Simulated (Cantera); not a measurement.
Feed: 1 mol Si3H8, 0.11 mol HCl, a varied amount of N2, equilibrated at 752 °C and 4900 Pa.

Equilibrium computed with Cantera from the NASA thermochemical tables; the gas is ideal and each condensed phase is pure. Candidate condensed phases: NH4Cl, Si, Si3N4; 28 gas species. The feed counts by its element totals alone. N2 is the only nitrogen source here; it is nearly inert below about 1500 K, so the nitride shown seldom forms there in practice. Rates play no part.

### Question
At 110 mol N2, list the 3 most abundant gas species with their mole fractions, and the condensed phases.

### Answer
N2 0.963, H2 0.0357, HCl 0.000981. Condensed: Si3N4(s).
